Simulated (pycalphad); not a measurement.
An equivalent pycalphad script:

```python
from pycalphad import Database, equilibrium, calculate, variables as v
import numpy as np
db = Database('COST507.tdb')
comps = ['SI', 'AL', 'VA']
phases = ['DIAMOND_A4', 'FCC_A1', 'LIQUID']
eq = equilibrium(db, comps, phases, {v.X('AL'): 0.785, v.T: np.arange(2350, 499, -100), v.P: 101325, v.N: 1}, output=['HM', 'SM'])
```

Source of the numbers: pycalphad with the COST 507 light-alloy database (1999); pressure 1 atm. The data set is of 1999 and partly superseded. Phase fractions are per mole of atoms.

Results at three of the temperatures:

```
T = 1750.00 K, P = 101325 Pa, N = 1 mol of atoms
G = -108313 J/mol, H = 59772 J/mol, S = 96.05 J/(mol K)  (SER reference)
chemical potentials (J/mol): Si -105024, Al -109214
phase             fraction      x(Si)      x(Al)
LIQUID              1.0000     0.2150     0.7850
```

```
T = 1450.00 K, P = 101325 Pa, N = 1 mol of atoms
G = -80340 J/mol, H = 50531 J/mol, S = 90.26 J/(mol K)  (SER reference)
chemical potentials (J/mol): Si -73976, Al -82083
phase             fraction      x(Si)      x(Al)
LIQUID              1.0000     0.2150     0.7850
```

```
T = 550.00 K, P = 101325 Pa, N = 1 mol of atoms
G = -16531 J/mol, H = 6369 J/mol, S = 41.64 J/(mol K)  (SER reference)
chemical potentials (J/mol): Si -12177, Al -17723
phase             fraction      x(Si)      x(Al)
FCC_A1              0.7853   0.000374     0.9996
DIAMOND_A4          0.2147     1.0000   1.45e-10
```

Changes of the phase set, refined by bisection:

```tsv
T (°C)	phases above	phases below
718.9	LIQUID	DIAMOND_A4 + LIQUID
577.0	DIAMOND_A4 + LIQUID	DIAMOND_A4 + FCC_A1
```

FCC_A1 is fcc; DIAMOND_A4 is diamond (Si).
